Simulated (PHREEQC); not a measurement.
A solution holds 0.014 mol KHF2, 0.0078 mol NH4HF2 and 9.4e-06 mol H4SiO4 per kg of water, at 25 °C. Closed to the air; pH follows from the charge balance.

Equilibrium calculation in PHREEQC: ion-association model, phreeqc.dat.

**Question.** The ionic strength comes out as 0.0226 mol/kgw. What activity coefficients do F-, NH4+, SiF6-2, HF2-, H+ get?

**Answer.** F- 0.86, NH4+ 0.86, SiF6-2 0.57, HF2- 0.86, H+ 0.89.

Precipitation was switched off in this run. SiF6-2 is the database's only silicon fluoride.
